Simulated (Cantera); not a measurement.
Feed: 1 mol CuO, 1.1 mol H2, 2.1 mol N2, held at 1373 K and 0.00133 bar.

Cantera equilibrium calculation (NASA polynomials, part measured and part estimated; ideal gas, pure solids and liquids). Candidate condensed phases: Cu, CuO, Cu(OH)2, Cu2O, H2O; 27 gas species. Equilibrium is a limit: real reactors are often held back by kinetics, nucleation or transport.

**Question.** What is the equilibrium state?

**Answer.** 
- x(N2): 0.656
- x(H2O): 0.312
- x(H2): 0.0312
- x(Cu): 0.000593
- x(H): 1.61e-5
- x(OH): 2.88e-6
- n(Cu(l)): 0.998 mol
- gas amount: 3.202 mol
- log10 activity of Cu(OH)2(s) (absent): -11.21
